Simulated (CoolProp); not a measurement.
A Linde-Hampson liquefier for oxygen: isothermal reversible compression at 300 K from 1 atm to 15 MPa, throttling to 1 atm, return gas leaving the recuperator 0 K below the feed. Each further row changes one setting.

Values from CoolProp's reference Helmholtz-energy equation of state, Schmidt 1985.

| case | liquid yield per pass | compression work (kJ/kg of gas) |
|---|---|---|
| as stated | 0.083 | 384 |
| high pressure 30 MPa | [?] | [?] |
| warm-end temperature 330 K | 0.063 | [?] |
| warm-end gap 5 K | 0.073 | 384 |

### Question
Some entries are withheld; supply them.

### Answer

- high pressure 30 MPa, liquid yield per pass: 0.137
- high pressure 30 MPa, compression work (kJ/kg of gas): 435
- warm-end temperature 330 K, compression work (kJ/kg of gas): 425

Above 300 K oxygen's equation is extrapolated.
